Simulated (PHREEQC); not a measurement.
# Alkaline etch or developer: an equilibrium model

Make-up at 20 °C: 0.0098 mol NH3 per kg of water. It is in equilibrium with CO2 at log p = -2 (atm). Otherwise closed; pH follows from the charge balance.

All values are PHREEQC results (ion-association model, phreeqc.dat), not measurements.

This is a speciation only: nothing precipitates in the calculation.

### Question
What pH, specific conductance, ionic strength does the model give?

### Answer
pH 7.73; specific conductance 947 µS/cm; ionic strength 0.00965 mol/kgw.

### Question
In which forms is C present?

### Answer
HCO3- 96 %, CO2 3.9 % of the C.

Species that the database lacks are ignored.
